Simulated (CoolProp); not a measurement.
A single-stage vapour-compression cycle with ethylene: evaporating at 195.15 K (dew point), condensing at 237.15 K (bubble point), superheat 10 K, subcooling 8 K, compressor efficiency 0.7, no pressure losses. Each further row changes one setting.

Computed with CoolProp (reference Helmholtz-energy equation of state, Smukala 2000).

| case | cooling COP | pressure ratio | discharge temperature (K) | refrigerating effect (kJ/kg) | volumetric capacity (kJ/m³) |
|---|---|---|---|---|---|
| as stated | 2.61 | 4.40 | 312.9 | 366 | 2400 |
| evaporating temperature 200.15 K | 3.11 | 3.57 | 302.9 | 370 | 2960 |
| condensing temperature 232.15 K | 3.06 | 3.79 | 301.5 | 380 | 2490 |
| subcooling 13 K | 2.71 | 4.40 | 312.9 | 380 | 2490 |
| superheat 20 K | 2.56 | 4.40 | 325.6 | 380 | 2350 |
| compressor efficiency 0.6 | 2.24 | 4.40 | 326.2 | 366 | 2400 |
